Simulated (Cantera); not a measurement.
An isothermal, constant-pressure homogeneous reactor starts with NO : N2 = 1 : 11 (molar parts), at 2048 K and 0.0276 atm. Integrator tolerance rtol = 1e-08.

Detailed kinetics in Cantera: GRI-Mech 3.0 (53 species, 325 reactions). Radical loss at walls, strong at low pressure, is not modelled.

Problem. What does this change do: temperature 2048 to 2000 K?

Solution. 
```
quantity                                           before                                      after
----------------  ---------------------------------------  -----------------------------------------
x(NO) at 30.0 s   0.00894 (gas-phase equilibrium 0.00415)     0.0234 (gas-phase equilibrium 0.00367)
x(O2) at 30.0 s     0.0366 (gas-phase equilibrium 0.0390)      0.0296 (gas-phase equilibrium 0.0394)
x(NO2) at 30.0 s  9.94e-7 (gas-phase equilibrium 4.77e-7)    2.53e-6 (gas-phase equilibrium 4.58e-7)
x(N2O) at 30.0 s  6.39e-8 (gas-phase equilibrium 4.29e-8)    2.27e-7 (gas-phase equilibrium 3.80e-8)
x(N2) at 30.0 s       0.953 (gas-phase equilibrium 0.956)        0.946 (gas-phase equilibrium 0.956)
x(O) at 30.0 s    0.00110 (gas-phase equilibrium 0.00114)  0.000698 (gas-phase equilibrium 0.000799)
```

Problem. What does this change do: pressure from 0.0276 atm to 0.355 atm?

Solution. 
| quantity | before | after |
|---|---|---|
| x(NO) at 30.0 s | 0.00894 (gas-phase equilibrium 0.00415) | 0.00417 (gas-phase equilibrium 0.00417) |
| x(O2) at 30.0 s | 0.0366 (gas-phase equilibrium 0.0390) | 0.0394 (gas-phase equilibrium 0.0394) |
| x(NO2) at 30.0 s | 9.94e-7 (gas-phase equilibrium 4.77e-7) | 1.73e-6 (gas-phase equilibrium 1.73e-6) |
| x(N2O) at 30.0 s | 6.39e-8 (gas-phase equilibrium 4.29e-8) | 1.55e-7 (gas-phase equilibrium 1.55e-7) |
| x(N2) at 30.0 s | 0.953 (gas-phase equilibrium 0.956) | 0.956 (gas-phase equilibrium 0.956) |
| x(O) at 30.0 s | 0.00110 (gas-phase equilibrium 0.00114) | 0.000319 (gas-phase equilibrium 0.000319) |
